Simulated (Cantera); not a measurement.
Feed: 1 mol PbO, 1.7 mol O₂, 9.9 mol N₂, at 18.0 mbar.

Equilibrium computed with Cantera from the NASA thermochemical tables; the gas is ideal and each condensed phase is pure. Candidate condensed phases: Pb, PbO, PbO₂, Pb₃O₄; 12 gas species. Kinetics and transport are ignored.

x: gas mole fraction; n: condensed amount in mol.

```csv
T (K),x N₂,x O₂,x PbO,x NO,x Pb,x NO₂,n PbO(red),n PbO(yellow)
673,0.853,0.147,[?],1.30e-7,<1e-12,2.36e-8,1.00,0
723,0.853,0.147,[?],4.03e-7,<1e-12,3.55e-8,1.00,0
773,0.853,0.147,[?],1.08e-6,<1e-12,5.08e-8,0,1.00
823,0.853,0.147,[?],2.56e-6,<1e-12,6.95e-8,0,1.00
873,0.853,0.147,[?],5.49e-6,8.92e-12,9.18e-8,0,1.000
923,0.853,0.147,[?],1.09e-5,1.82e-10,1.18e-7,0,1.000
973,0.853,0.147,[?],2.00e-5,2.71e-9,1.47e-7,0,1.000
1023,0.853,0.147,[?],3.48e-5,3.08e-8,1.80e-7,0,1.000
1073,0.853,0.146,[?],5.74e-5,2.78e-7,2.16e-7,0,0.998
1123,0.853,0.146,[?],9.06e-5,2.05e-6,2.56e-7,0,0.993
```

**Question.** Fill in the missing entries.

**Answer.** 
- 673, x PbO: 1.31e-12
- 723, x PbO: 4.31e-11
- 773, x PbO: 8.91e-10
- 823, x PbO: 1.26e-8
- 873, x PbO: 1.31e-7
- 923, x PbO: 1.05e-6
- 973, x PbO: 6.72e-6
- 1023, x PbO: 3.57e-5
- 1073, x PbO: 0.000162
- 1123, x PbO: 0.000636
